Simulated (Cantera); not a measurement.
A closed system holds: 1 mol PbO, 0.066 mol H2, 85 mol N2, at 20.3 Torr.

Method: chemical equilibrium by Gibbs-energy minimisation in Cantera with the NASA 1993 tables (ideal gas, pure condensed phases). Candidate condensed phases: H2O, Pb, PbO, PbO2, Pb3O4; 27 gas species. Gases not in the tables: (PbO)n polymers. Equilibrium is a limit: real reactors are often held back by kinetics, nucleation or transport. All values below are at 1500 K.

Base state: N2 0.986, PbO 0.00687, Pb 0.00473, O2 0.00191, H2O 0.000763, NO 0.000131 (mole fractions); condensed: gas only.

Question: What changes in the equilibrium state with this change: H2 from 0.066 to 3.9 mol?

Answer: 
```tsv
species	before	after
N2	0.986	0.945
H2	2.01e-7	0.0322
Pb	0.00473	0.0111
H2O	0.000763	0.0111
O2	0.00191	<1e-9
NO	0.000131	1.16e-8
PbO	0.00687	1.47e-6
H	4.80e-8	1.92e-5
```

Question: What changes in the equilibrium state with this change: pressure from 20.3 Torr to 1 atm?

Answer: 
```
species        before     after
-----------  --------  --------
N2              0.986     0.988
PbO           0.00687   0.00871
Pb            0.00473   0.00188
O2            0.00191  0.000520
NO           0.000131   6.82e-5
H2O          0.000763  0.000766
PbO(l), mol         0    0.0894
```

Question: What changes in the equilibrium state with this change: H2 from 0.066 to 1 mol?

Answer: 
| species | before | after |
|---|---|---|
| N2 | 0.986 | 0.977 |
| Pb | 0.00473 | 0.0113 |
| H2O | 0.000763 | 0.0113 |
| PbO | 0.00687 | 0.000219 |
| O2 | 0.00191 | 3.42e-7 |
| H2 | 2.01e-7 | 0.000222 |
